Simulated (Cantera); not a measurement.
A closed system holds: 1 mol Si3N4, 1.2 mol O2, 1.7 mol N2, equilibrated at 1150 K and 1.30e-6 bar.

Equilibrium computed with Cantera from the NASA thermochemical tables; the gas is ideal and each condensed phase is pure. Candidate condensed phases: Si, SiO2, Si2N2O, Si3N4; 16 gas species. Mutual solubility and eutectic melting of coexisting phases are not modelled. The tables hold silica as quartz up to 1696 K and as liquid above; real silica turns to tridymite and cristobalite and melts near 1996 K. Rates play no part.

Task: What is the equilibrium state?

Result: 
| Item | Value |
|---|---|
| x(N2) | 0.999 |
| x(SiO) | 0.000700 |
| n(SiO2(β-quartz)) | 0.599 mol |
| n(Si2N2O(s)) | 1.20 mol |
| gas amount | 2.502 mol |
| log10 activity of Si(s) (absent) | -4.23 |
